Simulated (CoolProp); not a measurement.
The numbers come from the reference Helmholtz-energy equation of state, Fiedler 2023 in CoolProp.

For tetrahydrofuran, give the phase and the density (kg/m³), cp (kJ/(kg K)), Joule-Thomson coefficient (K/MPa), isothermal compressibility (1/MPa) at 488.2 K and 6.09 MPa.


- 488.2 K and 6.09 MPa: liquid; density 640, cp 2.64, Joule-Thomson coefficient 0.269, isothermal compressibility 0.00864
